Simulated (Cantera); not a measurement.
Sublimation and decomposition of ceramics: MgO + H2

A closed system holds: 1 mol MgO, a varied amount of H2, equilibrated at 6.10 mbar.

Method: chemical equilibrium by Gibbs-energy minimisation in Cantera with the NASA 1993 tables (ideal gas, pure condensed phases). Candidate condensed phases: H2O, Mg, MgO, Mg(OH)2; 15 gas species. Rates play no part.

Stable condensed phases:

```
T in °C \ n(H2) in mol
         1.1 1.7 2.3   3 3.6 4.2 4.9 5.5
   2075    A   A   A   B   B   B   B   B
   2025    A   A   A   A   B   B   B   B
   1975    A   A   A   A   A   A   B   B
   1925    A   A   A   A   A   A   A   A
   1875    A   A   A   A   A   A   A   A
   1825    A   A   A   A   A   A   A   A
   1775    A   A   A   A   A   A   A   A
   1725    A   A   A   A   A   A   A   A
   1675    A   A   A   A   A   A   A   A
   1625    A   A   A   A   A   A   A   A
   1575    A   A   A   A   A   A   A   A
   1525    A   A   A   A   A   A   A   A
   1475    A   A   A   A   A   A   A   A
   1425    A   A   A   A   A   A   A   A
```

A: MgO; B: gas only.
